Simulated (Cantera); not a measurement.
Adiabatic ignition

An adiabatic, constant-pressure homogeneous reactor starts with 9.09 % CH₄, 0.500 % CO, 19.0 % O₂, 71.4 % N₂, at 1425 K and 1.01 bar.

Computed with Cantera and GRI-Mech 3.0 (53 species, 325 reactions).

| t (s) | T (K) | x CH₄ | x CO | x O₂ | x H | x O | x HCO |
|---|---|---|---|---|---|---|---|
| 8.00e-6 | 1425 | 0.0909 | 0.00500 | 0.190 | 2.67e-9 | 1.71e-9 | <1e-12 |
| 2.66e-5 | 1425 | 0.0909 | 0.00500 | 0.190 | 3.37e-9 | 2.56e-9 | <1e-12 |
| 8.86e-5 | 1425 | 0.0909 | 0.00500 | 0.190 | 6.80e-9 | 6.58e-9 | 7.16e-12 |
| 0.000295 | 1425 | 0.0908 | 0.00500 | 0.190 | 3.09e-8 | 3.24e-8 | 2.15e-10 |
| 0.000981 | 1428 | 0.0901 | 0.00504 | 0.189 | 2.11e-7 | 1.51e-7 | 8.66e-9 |
| 0.00326 | 2708 | <1e-12 | 0.0368 | 0.0242 | 0.00715 | 0.00588 | 2.83e-8 |
| 0.0109 | 2699 | <1e-12 | 0.0370 | 0.0214 | 0.00689 | 0.00526 | 2.79e-8 |
| 0.0361 | 2699 | <1e-12 | 0.0370 | 0.0213 | 0.00688 | 0.00525 | 2.79e-8 |
| 0.120 | 2699 | <1e-12 | 0.0370 | 0.0213 | 0.00688 | 0.00525 | 2.79e-8 |
| 0.400 | 2699 | <1e-12 | 0.0370 | 0.0213 | 0.00688 | 0.00525 | 2.79e-8 |
x: mole fraction; the columns are a selection and need not sum to one.

The time of steepest temperature rise is 2.58 ms, the temperature at 0.400 s comes out as 2699 K and the equilibrium temperature is 2699 K. The x(CH₄) at 0.400 s is <1e-12 (gas-phase equilibrium <1e-12) and the x(CO) at 0.400 s is 0.0370 (gas-phase equilibrium 0.0370). The x(O₂) at 0.400 s comes out as 0.0213 (gas-phase equilibrium 0.0213).
